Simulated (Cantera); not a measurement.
Feed: 1 mol LiOH, 2.6 mol H2, 0.16 mol O2, held at 948.15 K and 0.00280 bar.

Method: chemical equilibrium by Gibbs-energy minimisation in Cantera with the NASA 1993 tables (ideal gas, pure condensed phases). Candidate condensed phases: H2O, Li, LiH, LiOH, Li2O; 17 gas species. The numbers say what is thermodynamically allowed, not how fast it happens.

Base state: H2 0.735, H2O 0.264, LiOH 6.28e-5 (mole fractions); condensed: Li2O(s).

Task: What changes in the equilibrium state with this change: temperature from 948.15 K to 1373.15 K?

Result: 
```json
[
 {"species": "H2", "before": "0.735", "after": "0.706"},
 {"species": "H2O", "before": "0.264", "after": "0.219"},
 {"species": "LiOH", "before": "6.28e-5", "after": "0.0729"},
 {"species": "Li", "before": "5.14e-9", "after": "0.00209"},
 {"species": "Li2O", "before": "<1e-9", "after": "3.62e-5"},
 {"species": "H", "before": "8.54e-9", "after": "5.30e-5"},
 {"species": "Li2(OH)2", "before": "1.45e-6", "after": "0.000116"},
 {"species": "Li2O(s), mol", "before": "0.500", "after": "0.379"}
]
```

Task: What changes in the equilibrium state with this change: O2 from 0.16 to 1.8 mol?

Result: 
```
species        before     after
------------  -------  --------
H2O             0.264     0.861
O2              <1e-9     0.139
LiOH          6.28e-5  0.000113
H2              0.735     <1e-9
Li2O(s), mol    0.500     0.500
```
Condensed phases not in the tables: the peroxide.
